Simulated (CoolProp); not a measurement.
A single-stage vapour-compression cycle with trans-2-butene: evaporating at 316.15 K (dew point), condensing at 374.15 K (bubble point), superheat 5 K, subcooling 8 K, compressor efficiency 0.6, no pressure losses. Each further row changes one setting.

The numbers come from the reference Helmholtz-energy equation of state, Lemmon 2005 in CoolProp. It is a short technical equation, of lower accuracy than the large ones.

```tsv
case	cooling COP	pressure ratio	discharge temperature (K)	refrigerating effect (kJ/kg)	volumetric capacity (kJ/m³)
as stated	2.52	3.86	390.1	241	2240
evaporating temperature 321.15 K	2.87	3.36	388.7	247	2620
condensing temperature 369.15 K	2.86	3.49	384.8	254	2370
subcooling 13 K	2.66	3.86	390.1	254	2370
superheat 15 K	2.58	3.86	400.2	259	2310
compressor efficiency 0.5	2.10	3.86	398.4	241	2240
```
